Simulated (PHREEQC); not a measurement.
HCl is added in steps, without added water, to 1 kg of water holding 56 mmol/kgw Cu(NO3)2, 6.7 mmol/kgw HBF4 and 0.04 mmol/kgw FeCl3, at 39 °C. Oxygen is held at 0.21 atm. CO2 from the air is kept out. The run lets Hematite precipitate or redissolve, and no other solid.

Base run: PHREEQC, ion-association model, phreeqc.dat. Each further column changes one thing. The table gives pH.

| HCl added (mol) | base | Cu(NO3)2 left out | Cu(NO3)2 from 0.056 to 0.0616 mol/kgw | HBF4 left out | no solid may form |
|---|---|---|---|---|---|
| 0 | 2.29 | 2.26 | 2.29 | 3.92 | 2.29 |
| 0.0036 | 2.11 | 2.07 | 2.11 | … | 2.11 |
| 0.0072 | 1.98 | 1.94 | 1.98 | … | 1.98 |
| 0.0126 | 1.84 | 1.80 | 1.84 | … | 1.84 |
| 0.0162 | 1.76 | 1.72 | 1.76 | … | 1.76 |
| 0.0198 | 1.70 | 1.66 | 1.70 | 1.80 | 1.70 |
| 0.0234 | 1.64 | 1.60 | 1.64 | … | 1.64 |
| 0.0288 | 1.57 | 1.53 | 1.57 | 1.64 | 1.57 |
| 0.0324 | 1.53 | 1.49 | 1.53 | … | 1.53 |
| 0.036 | 1.49 | 1.45 | 1.49 | … | 1.49 |

Problem. Some entries are withheld; supply them.

Solution. 
- 0.0036, HBF4 left out: 2.53
- 0.0072, HBF4 left out: 2.23
- 0.0126, HBF4 left out: 1.99
- 0.0162, HBF4 left out: 1.89
- 0.0234, HBF4 left out: 1.73
- 0.0324, HBF4 left out: 1.59
- 0.036, HBF4 left out: 1.54

Away from 25 °C the constants follow the database's enthalpies or fits; those with neither stay at their 25 °C values. Real BF4- forms and hydrolyses slowly; the run takes it at equilibrium. Fluoro complexes past AlF4- and FeF3 are missing from the database. In at least one series the solution becomes supersaturated in solids that the run did not let form, among them Hematite.
